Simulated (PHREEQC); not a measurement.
0.038 g of hydrous ferric oxide (600 m²/g; 0.2 weak and 0.005 strong sites per Fe, Dzombak-Morel constants, diffuse double layer) in 1 kg of water with 0.3 mol/kgw of an inert sodium salt and 0.0095 mmol/kgw NiCl2, at 25 °C; the pH is set by adding NaOH or the inert anion's acid. Oxygen is held at 0.21 atm. No CO2 enters from the air. Nothing may precipitate in this run.

Base run: PHREEQC, ion-association model, wateq4f.dat. Each further column changes one thing. The table gives surface charge σ (C/m²).

```
pH       base  background salt from 0.3 to 0.03 mol/kgw  oxide from 0.038 to 0.19 g/kgw  2.4e-05 mol/kgw PbCl2 added
-----  ------  ----------------------------------------  ------------------------------  ---------------------------
3       0.368                                     0.350                           0.368                        0.368
3.67    0.359                                     0.305                           0.359                        0.360
5       0.269                                     0.157                           0.269                        0.271
5.67    0.191                                     0.097                           0.191                        0.198
6.33    0.122                                     0.056                           0.122                        0.146
7.67    0.031                                     0.013                           0.026                        0.064
8.33   -0.001                                     0.000                          -0.010                        0.035
9      -0.037                                    -0.015                          -0.048                        0.006
10.33  -0.138                                    -0.067                          -0.160                       -0.054
11     -0.203                                    -0.114                          -0.236                       -0.088
```

In at least one series the solution becomes supersaturated in solids that the run did not let form, among them Ni(OH)2. The oxide is taken as insoluble; below pH 4 it would dissolve.
